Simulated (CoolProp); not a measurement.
Octamethylcyclotetrasiloxane (D4) along the isotherm 620 K: Z from the reference equation and from simpler models built on Tc = 586.5 K, pc = 1.347 MPa, ω = 0.598; each cubic takes its own stable root.

Values from CoolProp's reference Helmholtz-energy equation of state, Thol 2015.

| p (MPa) | phase | reference |
|---|---|---|
| 0.202 | gas | 0.9563 |
| 0.404 | gas | 0.9101 |
| 0.606 | gas | 0.8610 |
| 0.808 | gas | 0.8087 |
| 1.01 | gas | 0.7523 |
| 1.21 | gas | 0.6917 |
| 1.41 | supercritical | 0.6249 |
| 1.62 | supercritical | 0.5461 |
| 1.82 | supercritical | 0.4642 |
| 2.02 | supercritical | 0.3946 |

Q: How far does each simpler model (van der Waals, Redlich-Kwong, Soave-Redlich-Kwong, Peng-Robinson) lie from the reference over these 10 states: mean and median of the absolute difference, and the worst?

A: 
- van der Waals: mean 4.3 %, median 1.1 %, worst -17.2 % at 620 K and 1.82 MPa
- Redlich-Kwong: mean 4.1 %, median 1.7 %, worst -14.6 % at 620 K and 1.82 MPa
- Soave-Redlich-Kwong: mean 3.9 %, median 2.3 %, worst +13.9 % at 620 K and 2.02 MPa
- Peng-Robinson: mean 1.5 %, median 1.1 %, worst +6.5 % at 620 K and 2.02 MPa
